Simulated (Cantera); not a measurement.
Input: 1 mol BCl3, 0.8 mol O2, 46 mol N2, 0.065 mol H2O, held at 1125 K and 0.0690 bar.

Cantera equilibrium calculation (NASA polynomials, part measured and part estimated; ideal gas, pure solids and liquids). Candidate condensed phases: B, BN, B2O3, B3O3H3, H2O, NH4Cl; 49 gas species. Rates play no part.

Base state: N2 0.965, Cl2 0.0294, HCl 0.00273, O2 0.00172, Cl 0.00134, NO 1.06e-5 (mole fractions); condensed: B2O3(l).

**Question.** What changes in the equilibrium state with this change: temperature from 1125 K to 1450 K?

**Answer.** 
```tsv
species	before	after
N2	0.965	0.955
Cl	0.00134	0.0216
Cl2	0.0294	0.0189
BOCl	2.28e-7	0.000223
B2O3	9.66e-9	0.000109
BCl3	1.32e-7	1.07e-5
HBO2	6.55e-7	2.27e-5
NO	1.06e-5	9.47e-5
B2O3(l), mol	0.500	0.488
```
The tables' values for BOCl are old estimates; treat these amounts as uncertain.

**Question.** What changes in the equilibrium state with this change: temperature from 1125 K to 1300 K?

**Answer.** 
```json
[
 {"species": "N2", "before": "0.965", "after": "0.962"},
 {"species": "Cl2", "before": "0.0294", "after": "0.0262"},
 {"species": "Cl", "before": "0.00134", "after": "0.00764"},
 {"species": "BOCl", "before": "2.28e-7", "after": "1.56e-5"},
 {"species": "NO", "before": "1.06e-5", "after": "3.94e-5"},
 {"species": "O2", "before": "0.00172", "after": "0.00171"},
 {"species": "HCl", "before": "0.00273", "after": "0.00271"},
 {"species": "B2O3(l), mol", "before": "0.500", "after": "0.499"}
]
```
The tables' values for BOCl are old estimates; treat these amounts as uncertain.
